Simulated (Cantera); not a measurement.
A Cantera script and what it prints.

```python
import numpy as np
import cantera as ct

gas_names = [...]  # 45 gases of nasa_gas.yaml made of Al, Cl, H, N, O
cond_names = """
    AL(cr) AL(L) ALCL3(s) ALCL3(L) ALN(s) AL2O3(a) AL2O3(L) H2O(s) H2O(L) NH4CL(a) NH4CL(b)
""".split()


# ... load() reads the species with a 1 bar reference pressure and builds the phases ...
atoms = {
    'AlCl3': {'AL': 1, 'CL': 3},
    'N2': {'N': 2},
    'H2': {'H': 2},
    'O2': {'O': 2},
}
top_T = {'ALN(s)': 2750}  # K; cautious upper limits of use, not melting points


# ... equilibrate(T, P, feed) seeds the gas with the atoms and calls Mixture.equilibrate('TP', solver="vcs", rtol=1e-11, max_steps=5000) ...
results = []
feed = {'AlCl3': 1, 'N2': 1.5, 'H2': 420, 'O2': 0.41}  # mol
P = 48  # Pa
for T in [1023, 1098, 1173, 1248, 1323, 1398, 1473, 1548, 1623, 1698, 1773, 1848, 1923, 1998]:
    mix = equilibrate(T, P, feed)
    results.append((T, P, feed, dict(zip(mix.species_names, mix.species_moles))))

top = {s: max(r[3][s] / sum(r[3][g] for g in gas_names) for r in results) for s in gas_names}
cols = sorted((s for s in top if top[s] > 1e-06), key=lambda s: -top[s])[:5]
seen = [c for c in cond_names if any(r[3].get(c, 0) > 1e-12 for r in results)]
print("log10 of partial pressures in bar; condensed amounts in mol")
print(f"{'T/K':>10s}" + "".join(f"{s[:9]:>10s}" for s in cols + seen))
for T, P, feed, n in results:
    ng = sum(n[g] for g in gas_names)
    print(f"{T:10.4g}" + "".join(f"{np.log10(max(n[s] / ng * P / 1e5, 1e-99)):10.3f}" for s in cols)
          + "".join(f"{n.get(c, 0):10.4g}" for c in seen))
```

Output:

```
log10 of partial pressures in bar; condensed amounts in mol
       T/K        H2         H       HCL        N2       H2O    ALN(s)  AL2O3(a)
      1023    -3.323   -10.045    -5.480    -5.835   -11.422    0.4251    0.2733
      1098    -3.323    -9.268    -5.482    -5.834   -11.085    0.4189    0.2733
      1173    -3.323    -8.590    -5.488    -5.829   -10.792    0.3874    0.2733
      1248    -3.323    -7.992    -5.520    -5.797   -10.526     0.187    0.2733
      1323    -3.323    -7.461    -5.544    -5.769    -9.954         0    0.2733
      1398    -3.323    -6.987    -5.541    -5.769    -9.266         0    0.2732
      1473    -3.324    -6.560    -5.541    -5.769    -8.649         0    0.2727
      1548    -3.324    -6.174    -5.541    -5.770    -8.094         0    0.2709
      1623    -3.325    -5.823    -5.544    -5.770    -7.597         0    0.2658
      1698    -3.326    -5.503    -5.549    -5.771    -7.156         0    0.2525
      1773    -3.329    -5.211    -5.561    -5.772    -6.774         0    0.2228
      1848    -3.334    -4.943    -5.583    -5.775    -6.450         0    0.1654
      1923    -3.343    -4.697    -5.616    -5.779    -6.174         0   0.06529
      1998    -3.356    -4.473    -5.635    -5.785    -6.066         0         0
```

These are equilibrium values from Cantera (NASA tables, ideal gas, pure condensed phases), not measurements of a reactor. Mutual solubility and eutectic melting of coexisting phases are not modelled. The tables' values for AlCl2, AlOH are old estimates; treat these amounts as uncertain. Condensed phases not in the tables: aluminium oxynitride.
